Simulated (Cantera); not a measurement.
# Equilibrium for iron carbonyl, mercury and lead vapours: PbO + H2

Input: 1 mol PbO, 0.23 mol H2, at 1330 Pa.

These are equilibrium values from Cantera (NASA tables, ideal gas, pure condensed phases), not measurements of a reactor. Candidate condensed phases: H2O, Pb, PbO, PbO2, Pb3O4; 12 gas species. Each liquid is taken as pure. Mutual solubility and eutectic melting of coexisting phases are not modelled. Gases not in the tables: (PbO)n polymers. The numbers say what is thermodynamically allowed, not how fast it happens.

From 823 K to 1123 K the condensed part is Pb(l) + PbO(yellow). From 1173 K to 1223 K the condensed part is Pb(l) + PbO(l).

```tsv
T (K)	x H2O	x Pb	x PbO	x H2	n Pb(l)	n PbO(yellow)	n PbO(l)
823	1.000	1.01e-5	1.70e-8	7.06e-5	0.230	0.770	0
873	1.000	4.77e-5	1.77e-7	8.89e-5	0.230	0.770	0
923	1.000	0.000190	1.41e-6	0.000110	0.230	0.770	0
973	0.999	0.000656	9.07e-6	0.000133	0.230	0.770	0
1023	0.998	0.00200	4.82e-5	0.000159	0.230	0.770	0
1073	0.994	0.00548	0.000218	0.000188	0.229	0.770	0
1123	0.985	0.0137	0.000858	0.000218	0.227	0.770	0
1173	0.965	0.0316	0.00290	0.000256	0.222	0	0.769
1223	0.923	0.0681	0.00814	0.000314	0.213	0	0.768
```
x: gas mole fraction; n: condensed amount in mol.
